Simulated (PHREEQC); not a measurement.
# Buffer: speciation

A solution holds 21.5 mmol/kgw H3PO4 and 0.35 mmol/kgw Na2SO4, at 55 °C. It is in equilibrium with CO2 at log p = -2 (atm). Otherwise closed; pH follows from the charge balance.

Equilibrium calculation in PHREEQC: ion-association model, wateq4f.dat.

```json
{
  "pH": "2.10",
  "ionic_strength": "0.00949 mol/kgw",
  "total_alkalinity": "-21.5 meq/kg"
}
```

| species | molality | activity | log γ |
|---|---|---|---|
| H3PO4 | 0.0127 | 0.0127 | 0.001 |
| H2PO4- | 0.00881 | 0.00795 | -0.045 |
| H+ | 0.00862 | 0.00785 | -0.041 |
| Na+ | 0.000700 | 0.000629 | -0.046 |
| HSO4- | 0.000187 | 0.000168 | -0.046 |
| CO2 | 0.000178 | 0.000178 | 0.001 |
| SO4-2 | 0.000162 | 0.000107 | -0.181 |
| NaSO4- | 4.44e-7 | 4.01e-7 | -0.045 |
| HPO4-2 | 1.11e-7 | 7.32e-8 | -0.181 |
| HCO3- | 1.30e-8 | 1.17e-8 | -0.045 |

No solid was allowed to form. Complexes and solids missing from the database can't appear. H3PO4, which wateq4f.dat lacks, is added to it with the constant of phreeqc.dat. At this temperature some constants are extrapolated from 25 °C, and those without enthalpy data are left unchanged.
